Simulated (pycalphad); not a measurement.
All values are pycalphad results on the COST 507 light-alloy database (1999) (1 atm), not direct measurements. The data set is of 1999 and partly superseded. Amounts are mole fractions of atoms. Kinetics are ignored, which matters at the lower temperatures.

Problem. Give the equilibrium state of Ti-5.62Hf-0.83B (at.%) at 227 °C.

Solution. hcp, fraction 0.984, with 5.7 Hf, 0.01 B at.%; BM, fraction 0.016, with 0.07 Hf, 50.0 B at.%.

Problem. Give the equilibrium state of Ti-5.62Hf-0.83B (at.%) at 1577 °C.

Solution. bcc, fraction 0.840, with 5.7 Hf, 0.15 B at.%; liquid, fraction 0.160, with 5.2 Hf, 4.4 B at.%.

Database names, with the compositions (at.%) that they take in these runs: BM: Ti 49 B 50 Hf 0.
